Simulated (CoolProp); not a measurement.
Vapour-liquid equilibrium of CF4 (R14) (1) + CHF3 (R23) (2) at 396 kPa; x and y are mole fractions of (1).

Values from CoolProp's multi-fluid Helmholtz-energy mixture model, Platzer 1990 and Penoncello 2003; pair parameters Bell 2016. This equation is an older, rougher fit; its heat capacities, sound speeds and derivatives of the liquid may be far off and weren't checked against measurements.

Give the bubble temperature and the first vapour's composition at x = 0.275, 0.425, 0.875. Is there an azeotrope?

x = 0.275: 176.1 K, y = 0.910; x = 0.425: 173.0 K, y = 0.932; x = 0.875: 169.5 K, y = 0.967. No azeotrope shows between x = 0.05 and 0.95.

Pair parameters are fitted to limited data, so mixtures are less certain than the pure fluids. With so large a gap from Raoult's law the liquid may split in two, which this calculation doesn't test in full.
